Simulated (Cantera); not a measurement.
A closed system holds: 1 mol MgO, 1.2 mol H₂, equilibrated at 2775 K and 0.188 Torr.

These are equilibrium values from Cantera (NASA tables, ideal gas, pure condensed phases), not measurements of a reactor. Candidate condensed phases: H₂O, Mg, MgO, Mg(OH)₂; 15 gas species. The numbers say what is thermodynamically allowed, not how fast it happens.

Base state: H 0.526, Mg 0.233, O 0.215, H₂ 0.0123, OH 0.00799, O₂ 0.00477, H₂O 0.000682, MgO 0.000362 (mole fractions); condensed: gas only.

**Question.** What changes in the equilibrium state with this change: temperature from 2775 K to 2900 K?

**Answer.** 
| species | before | after |
|---|---|---|
| H | 0.526 | 0.537 |
| Mg | 0.233 | 0.230 |
| O | 0.215 | 0.222 |
| H₂ | 0.0123 | 0.00546 |
| H₂O | 0.000682 | 0.000121 |
| O₂ | 0.00477 | 0.00195 |

**Question.** What changes in the equilibrium state with this change: temperature from 2775 K to 1548 K?

**Answer.** 
| species | before | after |
|---|---|---|
| H₂ | 0.0123 | 0.991 |
| H₂O | 0.000682 | 0.00364 |
| Mg | 0.233 | 0.00364 |
| H | 0.526 | 0.00194 |
| O | 0.215 | <1e-9 |
| O₂ | 0.00477 | <1e-9 |
| MgO | 0.000362 | <1e-9 |
| MgO(s), mol | 0 | 0.996 |

**Question.** What changes in the equilibrium state with this change: pressure from 0.188 Torr to 7.50 Torr?

**Answer.** 
| species | before | after |
|---|---|---|
| Mg | 0.233 | 0.318 |
| H | 0.526 | 0.262 |
| H₂ | 0.0123 | 0.122 |
| O | 0.215 | 0.0858 |
| H₂O | 0.000682 | 0.108 |
| OH | 0.00799 | 0.0635 |
| O₂ | 0.00477 | 0.0304 |
| Mg(OH)₂ | <1e-9 | 2.47e-5 |
| MgOH | 5.37e-6 | 0.00233 |
| MgH | 8.98e-6 | 0.000244 |
The tables' values for MgH are old estimates; treat these amounts as uncertain.
